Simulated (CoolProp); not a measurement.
Vapour-liquid equilibrium of dimethyl ether (1) + n-butane (2) at 308.7 K; x and y are mole fractions of (1).

Model: multi-fluid Helmholtz-energy mixture model, Wu 2011 and Bücker 2006; pair parameters Bell 2016, in CoolProp.

```csv
x,bubble pressure (bar),y at the bubble point,dew pressure at overall composition x (bar),liquid density (mol/L)
0.05,3.731,0.139,3.469,9.781
0.2,4.761,0.406,3.930,10.23
0.35,5.597,0.566,4.508,10.74
0.5,6.285,0.681,5.229,11.31
0.65,6.865,0.776,6.095,11.97
0.8,7.363,0.866,7.004,12.74
0.95,7.789,0.964,7.737,13.64
```

No azeotrope shows between x = 0.05 and 0.95.

Pair parameters are fitted to limited data, so mixtures are less certain than the pure fluids.
